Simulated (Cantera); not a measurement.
Equilibrium for hydrogen reduction and annealing atmospheres: Ta2O5 + H2 + H2O

Input: 1 mol Ta2O5, 5.1 mol H2, 1.8 mol H2O, held at 0.0100 bar.

These are equilibrium values from Cantera (NASA tables, ideal gas, pure condensed phases), not measurements of a reactor. Candidate condensed phases: H2O, Ta, Ta2O5; 12 gas species. Kinetics and transport are ignored.

From 1325 K to 2000 K the condensed part is Ta2O5(s). From 2075 K to 2150 K the condensed part is Ta2O5(l).

```json
[
 {"T (K)": "1325", "log p H2": "-2.13", "log p H2O": "-2.58", "log p H": "-6.85", "log p OH": "-9.14", "log p TaO2": "<-14", "log p O": "-13.88", "n Ta2O5(s)": "1.00", "n Ta2O5(l)": "0"},
 {"T (K)": "1400", "log p H2": "-2.13", "log p H2O": "-2.58", "log p H": "-6.38", "log p OH": "-8.53", "log p TaO2": "<-14", "log p O": "-12.82", "n Ta2O5(s)": "1.00", "n Ta2O5(l)": "0"},
 {"T (K)": "1475", "log p H2": "-2.13", "log p H2O": "-2.58", "log p H": "-5.95", "log p OH": "-7.99", "log p TaO2": "-13.26", "log p O": "-11.87", "n Ta2O5(s)": "1.00", "n Ta2O5(l)": "0"},
 {"T (K)": "1550", "log p H2": "-2.13", "log p H2O": "-2.58", "log p H": "-5.57", "log p OH": "-7.49", "log p TaO2": "-12.12", "log p O": "-11.00", "n Ta2O5(s)": "1.00", "n Ta2O5(l)": "0"},
 {"T (K)": "1625", "log p H2": "-2.13", "log p H2O": "-2.58", "log p H": "-5.22", "log p OH": "-7.05", "log p TaO2": "-11.08", "log p O": "-10.22", "n Ta2O5(s)": "1.00", "n Ta2O5(l)": "0"},
 {"T (K)": "1700", "log p H2": "-2.13", "log p H2O": "-2.58", "log p H": "-4.90", "log p OH": "-6.64", "log p TaO2": "-10.15", "log p O": "-9.50", "n Ta2O5(s)": "1.00", "n Ta2O5(l)": "0"},
 {"T (K)": "1775", "log p H2": "-2.13", "log p H2O": "-2.58", "log p H": "-4.60", "log p OH": "-6.26", "log p TaO2": "-9.29", "log p O": "-8.84", "n Ta2O5(s)": "1.00", "n Ta2O5(l)": "0"},
 {"T (K)": "1850", "log p H2": "-2.13", "log p H2O": "-2.58", "log p H": "-4.34", "log p OH": "-5.92", "log p TaO2": "-8.51", "log p O": "-8.24", "n Ta2O5(s)": "1.000", "n Ta2O5(l)": "0"},
 {"T (K)": "1925", "log p H2": "-2.14", "log p H2O": "-2.59", "log p H": "-4.09", "log p OH": "-5.60", "log p TaO2": "-7.79", "log p O": "-7.68", "n Ta2O5(s)": "1.000", "n Ta2O5(l)": "0"},
 {"T (K)": "2000", "log p H2": "-2.14", "log p H2O": "-2.59", "log p H": "-3.86", "log p OH": "-5.31", "log p TaO2": "-7.12", "log p O": "-7.16", "n Ta2O5(s)": "1.000", "n Ta2O5(l)": "0"},
 {"T (K)": "2075", "log p H2": "-2.14", "log p H2O": "-2.59", "log p H": "-3.65", "log p OH": "-5.04", "log p TaO2": "-6.52", "log p O": "-6.68", "n Ta2O5(s)": "0", "n Ta2O5(l)": "1.000"},
 {"T (K)": "2150", "log p H2": "-2.15", "log p H2O": "-2.59", "log p H": "-3.45", "log p OH": "-4.78", "log p TaO2": "-6.01", "log p O": "-6.24", "n Ta2O5(s)": "0", "n Ta2O5(l)": "1.000"}
]
```
log p: log10 of the partial pressure in bar; n: condensed amount in mol.
